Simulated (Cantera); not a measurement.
An adiabatic, constant-volume homogeneous reactor starts with CH₄ : CO : O₂ : N₂ : H₂O = 1 : 0.31 : 1.35 : 5.06 : 1.5 (molar parts), equivalence ratio 1.6, at 1475 K and 16.0 bar. Integrator tolerance rtol = 1e-08.

Computed with Cantera and GRI-Mech 3.0 (53 species, 325 reactions). The pressure lies above the range GRI-Mech 3.0 was tuned for (to about 10 atm).

Problem. What does this change do: pressure from 16.0 bar to 0.740 bar?

Solution. 
```csv
quantity,before,after
time of steepest temperature rise,0.265 ms,3.32 ms
temperature at 10.0 s,2826 K,2685 K
equilibrium temperature,2826 K,2685 K
x(CH₄) at 10.0 s,1.55e-10 (gas-phase equilibrium 1.75e-10),<1e-12 (gas-phase equilibrium <1e-12)
x(CO) at 10.0 s,0.0876 (gas-phase equilibrium 0.0876),0.0874 (gas-phase equilibrium 0.0874)
x(O₂) at 10.0 s,0.000225 (gas-phase equilibrium 0.000225),0.00143 (gas-phase equilibrium 0.00143)
x(NO₂) at 10.0 s,1.25e-7 (gas-phase equilibrium 1.25e-7),1.52e-7 (gas-phase equilibrium 1.52e-7)
x(HCO) at 10.0 s,1.16e-6 (gas-phase equilibrium 1.16e-6),1.76e-7 (gas-phase equilibrium 1.76e-7)
x(CH₂O) at 10.0 s,8.88e-8 (gas-phase equilibrium 8.88e-8),4.02e-9 (gas-phase equilibrium 4.02e-9)
x(C₂H) at 10.0 s,<1e-12 (gas-phase equilibrium <1e-12),<1e-12 (gas-phase equilibrium <1e-12)
```
